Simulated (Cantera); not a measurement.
Input: 1 mol Fe, 0.3 mol CO, 2.5 mol N₂, at 1998 K.

Method: chemical equilibrium by Gibbs-energy minimisation in Cantera with the NASA 1993 tables (ideal gas, pure condensed phases). Candidate condensed phases: C, Fe, Fe(CO)₅, FeO, Fe₂O₃, Fe₃O₄; 27 gas species. Rates play no part.

At 6.70 mbar, list the 3 most abundant gas species with their mole fractions, and the condensed phases.

N₂ 0.845, CO 0.101, Fe 0.0532. Condensed: Fe(l).
